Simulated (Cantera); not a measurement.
Mixture: CO : H2 : CH4 : O2 : N2 = 1 : 0.032 : 1.5 : 3.52 : 13.2 (molar parts), equivalence ratio 1.00, at 0.987 atm, adiabatic and at constant volume. Ignition delay is the time to a rise of 400 K.

Computed with Cantera and GRI-Mech 3.0 (53 species, 325 reactions).

Question: What does this change do: CO 1 to 2.1 parts?

Answer: 
```json
[
 {"quantity": "delay at 1098 K", "before": "0.198 s", "after": "0.239 s"},
 {"quantity": "delay at 1248 K", "before": "20.8 ms", "after": "23.3 ms"},
 {"quantity": "delay at 1398 K", "before": "3.00 ms", "after": "3.17 ms"},
 {"quantity": "delay at 1548 K", "before": "0.638 ms", "after": "0.653 ms"},
 {"quantity": "delay at 1698 K", "before": "0.196 ms", "after": "0.199 ms"},
 {"quantity": "apparent activation energy between 1548 and 1698 K", "before": "170 kJ/mol", "after": "170 kJ/mol"}
]
```
